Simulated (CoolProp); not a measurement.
Ammonia along the isotherm 173.05 °C: Z from the reference equation and from simpler models built on Tc = 132.4 °C, pc = 113.6 bar, ω = 0.256; each cubic takes its own stable root.

Values from CoolProp's reference Helmholtz-energy equation of state, Gao 2020.

| p (bar) | phase | reference | van der Waals | Redlich-Kwong | Peng-Robinson |
|---|---|---|---|---|---|
| 3.16 | gas | 0.9927 | 0.9934 | 0.9928 | 0.9922 |
| 5.62 | gas | 0.9870 | 0.9883 | 0.9872 | 0.9861 |
| 10 | gas | 0.9767 | 0.9790 | 0.9770 | 0.9752 |
| 17.8 | gas | 0.9581 | 0.9621 | 0.9587 | 0.9556 |
| 31.6 | gas | 0.9242 | 0.9310 | 0.9254 | 0.9202 |
| 56.2 | gas | … | 0.8711 | 0.8626 | 0.8549 |
| 100 | gas | … | 0.7426 | 0.7360 | 0.7299 |
| 178 | supercritical | … | 0.4380 | 0.4644 | 0.4943 |
| 316 | supercritical | 0.3912 | … | 0.4888 | 0.4708 |
| 562 | supercritical | 0.5708 | 0.8642 | 0.7073 | 0.6570 |
| 1000 | supercritical | 0.8905 | … | 1.089 | 0.9969 |

What belongs in the gaps?


- 56.2, reference: 0.8603
- 100, reference: 0.7329
- 178, reference: 0.4526
- 316, van der Waals: 0.5612
- 1000, van der Waals: 1.384
